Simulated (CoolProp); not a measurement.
Vapour-liquid equilibrium of benzene (1) + p-xylene (2) at 428 K; x and y are mole fractions of (1).

Model: multi-fluid Helmholtz-energy mixture model, Thol 2012 and Zhou 2012; pair parameters Bell 2016, in CoolProp.

```
x     bubble pressure (MPa)  y at the bubble point  dew pressure at overall composition x (MPa)  liquid density (mol/L)
----  ---------------------  ---------------------  -------------------------------------------  ----------------------
0.05                 0.1761                  0.159                                       0.1608                   7.029
0.15                 0.2207                    ___                                       0.1748                   7.221
0.25                 0.2669                  0.548                                       0.1914                   7.421
0.35                 0.3145                  0.662                                          ___                   7.630
0.45                 0.3629                  0.748                                       0.2364                   7.848
0.55                 0.4121                  0.816                                       0.2677                   8.076
0.65                 0.4619                  0.870                                       0.3086                   8.316
0.75                 0.5123                  0.914                                       0.3639                   8.567
0.85                    ___                  0.952                                       0.4424                   8.832
0.95                    ___                  0.985                                       0.5602                   9.111
```

**Question.** What belongs in the gaps?

**Answer.** 
- 0.15, y at the bubble point: 0.389
- 0.35, dew pressure at overall composition x (MPa): 0.2116
- 0.85, bubble pressure (MPa): 0.5635
- 0.95, bubble pressure (MPa): 0.6156

No azeotrope shows between x = 0.05 and 0.95.

The pair parameters rest on a limited set of measurements; away from them the model extrapolates.
